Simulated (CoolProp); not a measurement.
Vapour-liquid equilibrium of acetone (1) + p-xylene (2) at 0.0271 MPa; x and y are mole fractions of (1).

Model: multi-fluid Helmholtz-energy mixture model, Lemmon 2006 and Zhou 2012; pair parameters Bell 2016, in CoolProp.

```tsv
x	bubble temperature (K)	y at the bubble point	dew temperature at overall composition x (K)	liquid density (mol/L)
0.05	345.4	0.590	366.8	7.833
0.125	328.3	0.815	364.5	8.236
0.2	319.6	0.885	362.1	8.590
0.275	314.3	0.917	359.5	8.936
0.35	310.7	0.935	356.6	9.289
0.425	[?]	0.947	353.5	9.657
0.5	305.9	0.956	350.1	10.05
0.575	304.1	0.964	346.2	10.46
0.65	302.4	0.970	341.7	[?]
0.725	300.9	0.976	336.4	11.39
0.8	299.4	0.983	[?]	11.92
0.875	297.8	0.989	321.0	12.49
0.95	296.3	[?]	307.3	13.11
```

Question: Some entries are withheld; supply them.

Answer: 
- 0.425, bubble temperature (K): 308.0
- 0.65, liquid density (mol/L): 10.91
- 0.8, dew temperature at overall composition x (K): 329.8
- 0.95, y at the bubble point: 0.995

No azeotrope shows between x = 0.05 and 0.95.

Pair parameters are fitted to limited data, so mixtures are less certain than the pure fluids.
